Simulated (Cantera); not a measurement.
A closed system holds: 1 mol TEOS, 25 mol NO, 72 mol N2, at 4.35 Torr.

Equilibrium computed with Cantera from the NASA thermochemical tables; the gas is ideal and each condensed phase is pure. Candidate condensed phases: C, C6H6, C7H8, C8H18, H2O, Si, SiC, SiO2, Si2N2O, Si3N4; 151 gas species. The feed counts by its element totals alone. The tables hold silica as quartz up to 1696 K and as liquid above; real silica turns to tridymite and cristobalite and melts near 1996 K. Rates play no part.

### Question
Which condensed phases are stable at each of these points (T (K)): 825, 875, 925, 975, 1025, 1075, 1125, 1175, 1225, 1275, 1325, 1375?

### Answer
```json
[
 {"T (K)": "825", "condensed phases": "SiO2(α-quartz)", "Si condensed (%)": "100.0"},
 {"T (K)": "875", "condensed phases": "SiO2(β-quartz)", "Si condensed (%)": "100.0"},
 {"T (K)": "925", "condensed phases": "SiO2(β-quartz)", "Si condensed (%)": "100.0"},
 {"T (K)": "975", "condensed phases": "SiO2(β-quartz)", "Si condensed (%)": "100.0"},
 {"T (K)": "1025", "condensed phases": "SiO2(β-quartz)", "Si condensed (%)": "100.0"},
 {"T (K)": "1075", "condensed phases": "SiO2(β-quartz)", "Si condensed (%)": "100.0"},
 {"T (K)": "1125", "condensed phases": "SiO2(β-quartz)", "Si condensed (%)": "100.0"},
 {"T (K)": "1175", "condensed phases": "SiO2(β-quartz)", "Si condensed (%)": "100.0"},
 {"T (K)": "1225", "condensed phases": "SiO2(β-quartz)", "Si condensed (%)": "100.0"},
 {"T (K)": "1275", "condensed phases": "SiO2(β-quartz)", "Si condensed (%)": "100.0"},
 {"T (K)": "1325", "condensed phases": "SiO2(β-quartz)", "Si condensed (%)": "100.0"},
 {"T (K)": "1375", "condensed phases": "SiO2(β-quartz)", "Si condensed (%)": "100.0"}
]
```

At 825 K the condensed part is SiO2(α-quartz). From 875 K to 1375 K the condensed part is SiO2(β-quartz).
